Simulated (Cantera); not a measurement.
Feed: 1 mol HCl, 2.1 mol H2O, 0.21 mol N2, equilibrated at 1848 K and 0.670 bar.

Cantera equilibrium calculation (NASA polynomials, part measured and part estimated; ideal gas, pure solids and liquids). Candidate condensed phases: H2O, NH4Cl; 29 gas species. Rates play no part.

Base state: H2O 0.631, HCl 0.299, N2 0.0633, H2 0.00281, Cl 0.00277, OH 0.000567, O2 0.000523, NO 6.89e-5 (mole fractions); condensed: gas only.

**Question.** What changes in the equilibrium state with this change: temperature from 1848 K to 3500 K?

**Answer.** 
| species | before | after |
|---|---|---|
| H | 3.43e-5 | 0.274 |
| H2 | 0.00281 | 0.145 |
| H2O | 0.631 | 0.113 |
| HCl | 0.299 | 0.0825 |
| O | 5.29e-6 | 0.109 |
| OH | 0.000567 | 0.0983 |
| O2 | 0.000523 | 0.0325 |
| Cl | 0.00277 | 0.104 |
| N2 | 0.0633 | 0.0358 |
| N | <1e-9 | 5.12e-5 |
| HO2 | 3.71e-8 | 2.20e-5 |
| ClO | 8.85e-7 | 0.000117 |

**Question.** What changes in the equilibrium state with this change: temperature from 1848 K to 3423.15 K?

**Answer.** 
```tsv
species	before	after
H	3.43e-5	0.234
H2	0.00281	0.151
H2O	0.631	0.146
HCl	0.299	0.0968
O	5.29e-6	0.0917
OH	0.000567	0.100
O2	0.000523	0.0344
Cl	0.00277	0.100
N2	0.0633	0.0381
N	<1e-9	3.64e-5
HO2	3.71e-8	2.35e-5
ClO	8.85e-7	0.000119
```
